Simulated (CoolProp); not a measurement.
Vapour-liquid equilibrium of carbon dioxide (1) + n-butane (2) at 228.5 K; x and y are mole fractions of (1).

The numbers come from the multi-fluid Helmholtz-energy mixture model, Span 1996 and Bücker 2006; pair parameters Kunz 2012 in CoolProp.

Question: Give the bubble pressure and the first vapour's composition at x = 0.275, 0.425, 0.95. Is there an azeotrope?

Answer: x = 0.275: 490.2 kPa, y = 0.975; x = 0.425: 604.0 kPa, y = 0.981; x = 0.95: 804.8 kPa, y = 0.995. No azeotrope shows between x = 0.05 and 0.95.

The pair parameters rest on a limited set of measurements; away from them the model extrapolates. With so large a gap from Raoult's law the liquid may split in two, which this calculation doesn't test in full.
